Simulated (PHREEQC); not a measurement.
Solution (25 °C): 0.079 mol/kgw H2SO4, 0.19 mol/kgw Fe(NO3)3 and 4.8e-05 mol/kgw H3BO3. Closed to the air; pH follows from the charge balance.

Equilibrium calculation in PHREEQC: ion-association model, phreeqc.dat.

This is a speciation only: nothing precipitates in the calculation.

Question: Order these S species by the share of S that they hold, largest first: HSO4-, FeSO4+, FeHSO4+2, Fe(SO4)2-, SO4-2.

Answer: FeSO4+ (62 %), FeHSO4+2 (29 %), HSO4- (5.6 %), SO4-2 (2.9 %), Fe(SO4)2- (0.80 %)

Question: Order these Fe species by the share of Fe that they hold, largest first: Fe2(OH)2+4, Fe+3, FeOH+2, FeHSO4+2, FeSO4+.

Answer: Fe+3 (60 %), FeSO4+ (26 %), FeHSO4+2 (12 %), FeOH+2 (1.6 %), Fe2(OH)2+4 (0.37 %)

The pH is 1.00 and the ionic strength 0.952 mol/kgw. Saturation is exceeded, for instance for Hematite (slow to form), Goethite (slow to form); the values hold only as long as no solid forms. Ionic strength above about 0.7 mol/kgw puts this run outside the model's range. Complexes and solids missing from the database can't appear.
